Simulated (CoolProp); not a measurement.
CHF3 (R23) along the isobar 28.7 bar: Z from the reference equation and from simpler models built on Tc = 299.3 K, pc = 48.32 bar, ω = 0.263; each cubic takes its own stable root.

Computed with CoolProp (reference Helmholtz-energy equation of state, Penoncello 2003).

```json
[
 {"T (K)": "143.7", "phase": "liquid", "reference": "0.1038"},
 {"T (K)": "168", "phase": "liquid", "reference": "0.09365"},
 {"T (K)": "192.3", "phase": "liquid", "reference": "0.08678"},
 {"T (K)": "216.6", "phase": "liquid", "reference": "0.08247"},
 {"T (K)": "240.9", "phase": "liquid", "reference": "0.08066"},
 {"T (K)": "265.2", "phase": "liquid", "reference": "0.08257"},
 {"T (K)": "289.5", "phase": "gas", "reference": "0.6941"},
 {"T (K)": "313.8", "phase": "gas", "reference": "0.7929"},
 {"T (K)": "338.1", "phase": "gas", "reference": "0.8491"},
 {"T (K)": "362.4", "phase": "gas", "reference": "0.8863"},
 {"T (K)": "386.7", "phase": "gas", "reference": "0.9127"},
 {"T (K)": "411", "phase": "gas", "reference": "0.9323"},
 {"T (K)": "435.3", "phase": "gas", "reference": "0.9472"},
 {"T (K)": "459.6", "phase": "gas", "reference": "0.9588"}
]
```

Question: How far does each simpler model (van der Waals, Redlich-Kwong, Soave-Redlich-Kwong, Peng-Robinson) lie from the reference over these 14 states: mean and median of the absolute difference, and the worst?

Answer: 
- van der Waals: mean 78.9 %, median 6.2 %, worst +703.6 % at 265.2 K and 28.7 bar
- Redlich-Kwong: mean 10.5 %, median 2.7 %, worst +29.5 % at 265.2 K and 28.7 bar
- Soave-Redlich-Kwong: mean 8.7 %, median 2.5 %, worst +22.6 % at 265.2 K and 28.7 bar
- Peng-Robinson: mean 2.4 %, median 0.9 %, worst +8.2 % at 265.2 K and 28.7 bar

At some of these states van der Waals gives the other phase, because its saturation line lies elsewhere.
